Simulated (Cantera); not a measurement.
An isothermal, constant-pressure homogeneous reactor starts with 21.3 % H2, 78.7 % O2, at 1073 K and 0.0120 bar.

Model: GRI-Mech 3.0 (53 species, 325 reactions), integrated in Cantera. Radical loss at walls, strong at low pressure, is not modelled. The temperature is held fixed by assumption; the heat of reaction is taken as removed at once.

One state of this run: x H2 = 0.0117; x O2 = 0.689; x H = 0.0761; x O = 0.0533; x OH = 0.00689. x: mole fraction; the columns are a selection and need not sum to one.

Which value of t (s) does it belong to?
A) 0.0356
B) 0.327
C) 5.00e-6
D) 0.00387

D, 0.00387
